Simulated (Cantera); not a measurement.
Cantera run, input and output.

```python
import numpy as np
import cantera as ct

gas = ct.Solution("h2o2.yaml")


def delay(T, t_max=10):
    gas.TPX = T, 140000, {'H2': 1, 'O2': 0.556, 'N2': 2.09}
    reactor = ct.IdealGasReactor(gas, clone=False)
    net = ct.ReactorNet([reactor])
    net.rtol, net.atol = 1e-8, 1e-16
    while net.time < t_max:
        t_old, T_old = net.time, reactor.T
        net.step()
        if reactor.T > T + 400:  # ignition: a rise of 400 K
            return t_old + (T + 400 - T_old) / (reactor.T - T_old) * (net.time - t_old)
    return np.nan


taus = []
for T in [1300, 1350, 1400, 1450, 1500, 1550, 1600, 1650, 1700]:
    taus.append(delay(T))
    print(f"T0 = {T:6g} K   tau = {taus[-1]:.4e} s")

# d ln(tau) / d ln(k), from doubling and halving each rate constant
T, sens = 1500, []
for i in range(gas.n_reactions):
    gas.set_multiplier(2.0, i)
    up = delay(T)
    gas.set_multiplier(0.5, i)
    down = delay(T)
    gas.set_multiplier(1.0, i)
    sens.append((np.log(up / down) / np.log(4.0), gas.reaction(i).equation))
sens.sort(key=lambda x: -abs(x[0]))
print(f"sensitivities at {T} K")
for s, eq in sens[:10]:
    print(f"{s:8.3f}  {eq}")
```

Output:

```
T0 =   1300 K   tau = 1.9981e-05 s
T0 =   1350 K   tau = 1.6400e-05 s
T0 =   1400 K   tau = 1.3820e-05 s
T0 =   1450 K   tau = 1.1928e-05 s
T0 =   1500 K   tau = 1.0528e-05 s
T0 =   1550 K   tau = 9.4918e-06 s
T0 =   1600 K   tau = 8.7318e-06 s
T0 =   1650 K   tau = 8.1880e-06 s
T0 =   1700 K   tau = 7.8175e-06 s
sensitivities at 1500 K
  -0.538  H + O2 <=> O + OH
  -0.147  H2 + O <=> H + OH
  -0.089  H2 + OH <=> H + H2O
  -0.066  H + O2 + H2O <=> HO2 + H2O
  -0.061  H + HO2 <=> H2 + O2
  -0.034  H + OH + M <=> H2O + M
  -0.019  H + O2 + N2 <=> HO2 + N2
  -0.013  H + O2 + M <=> HO2 + M
  -0.013  2 H + H2O <=> H2 + H2O
  -0.008  2 H + M <=> H2 + M
```

Computed with Cantera and the H2/O2 subset of GRI-Mech 3.0, which has no nitrogen chemistry. Where the delays flatten at high temperature, the 400 K rule measures the pace of heat release, not the induction time.
